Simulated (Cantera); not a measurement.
Standard-state values (1 bar) from the NASA 1993 polynomials, evaluated with Cantera. Values are per mole of reaction as written; species without (g) are pure solids or liquids, kept so even where they would boil at 1 bar.

2 F(g) + Cu ⇌ CuF2

```json
[
 {"T (K)": "300", "ΔH° (kJ)": "-697.7", "ΔS° (J/K)": "-273.2", "ΔG° (kJ)": "-615.7", "log10 K": "107.21", "condensed phases": "Cu(s), CuF2(s)"},
 {"T (K)": "925", "ΔH° (kJ)": "-691.2", "ΔS° (J/K)": "-264.1", "ΔG° (kJ)": "-447.0", "log10 K": "25.24", "condensed phases": "Cu(s), CuF2(s)"},
 {"T (K)": "1125", "ΔH° (kJ)": "…", "ΔS° (J/K)": "…", "ΔG° (kJ)": "…", "log10 K": "…", "condensed phases": "Cu(s), CuF2(l)"},
 {"T (K)": "1325", "ΔH° (kJ)": "-626.6", "ΔS° (J/K)": "-205.9", "ΔG° (kJ)": "-353.7", "log10 K": "13.95", "condensed phases": "Cu(s), CuF2(l)"},
 {"T (K)": "1525", "ΔH° (kJ)": "-634.6", "ΔS° (J/K)": "-212.0", "ΔG° (kJ)": "-311.3", "log10 K": "10.66", "condensed phases": "Cu(l), CuF2(l)"},
 {"T (K)": "1725", "ΔH° (kJ)": "…", "ΔS° (J/K)": "…", "ΔG° (kJ)": "…", "log10 K": "…", "condensed phases": "Cu(l), CuF2(l)"},
 {"T (K)": "1925", "ΔH° (kJ)": "-624.3", "ΔS° (J/K)": "-206.0", "ΔG° (kJ)": "-227.8", "log10 K": "6.18", "condensed phases": "Cu(l), CuF2(l)"},
 {"T (K)": "2125", "ΔH° (kJ)": "-619.2", "ΔS° (J/K)": "-203.5", "ΔG° (kJ)": "-186.8", "log10 K": "4.59", "condensed phases": "Cu(l), CuF2(l)"},
 {"T (K)": "2325", "ΔH° (kJ)": "-614.0", "ΔS° (J/K)": "-201.1", "ΔG° (kJ)": "-146.3", "log10 K": "3.29", "condensed phases": "Cu(l), CuF2(l)"}
]
```

Question: What belongs in the gaps?

Answer: 
- 1125, ΔH° (kJ): -632.0
- 1125, ΔS° (J/K): -210.4
- 1125, ΔG° (kJ): -395.4
- 1125, log10 K: 18.36
- 1725, ΔH° (kJ): -629.5
- 1725, ΔS° (J/K): -208.8
- 1725, ΔG° (kJ): -269.2
- 1725, log10 K: 8.15
